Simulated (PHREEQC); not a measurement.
Make-up at 20 °C: 0.054 mol/kgw K2CO3, 0.00046 mol/kgw K2SO4 and 0.0038 mol/kgw H3BO3. Closed to the air; pH follows from the charge balance.

Computed with PHREEQC (ion-association model, phreeqc.dat).

**Question.** The ionic strength comes out as 0.158 mol/kgw. What activity coefficients do SO4-2, H2BO3-, HCO3-, KSO4-, K+ get?

**Answer.** SO4-2 0.32, H2BO3- 0.76, HCO3- 0.76, KSO4- 0.76, K+ 0.73.

Precipitation was switched off in this run. Species that the database lacks are ignored.
